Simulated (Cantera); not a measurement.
Mixture: 2.83 % C₃H₈, 21.1 % O₂, 76.1 % N₂, equivalence ratio 0.67, at 101000 Pa, adiabatic and at constant pressure. Ignition delay is the time to a rise of 400 K.

Cantera simulation using GRI-Mech 3.0 (53 species, 325 reactions); the numbers are that mechanism's predictions, not measurements. GRI-Mech 3.0 was tuned for natural gas; its chemistry of propane as a main component is partial and can be far from experiment.

### Question
Predict: delay at 1225 K; delay at 1375 K; delay at 1525 K; delay at 1675 K; delay at 1825 K; apparent activation energy between 1675 and 1825 K.

### Answer
| Property | Result |
|---|---|
| delay at 1225 K | 3.52 ms |
| delay at 1375 K | 0.297 ms |
| delay at 1525 K | 58.5 µs |
| delay at 1675 K | 21.2 µs |
| delay at 1825 K | 11.0 µs |
| apparent activation energy between 1675 and 1825 K | 110 kJ/mol |
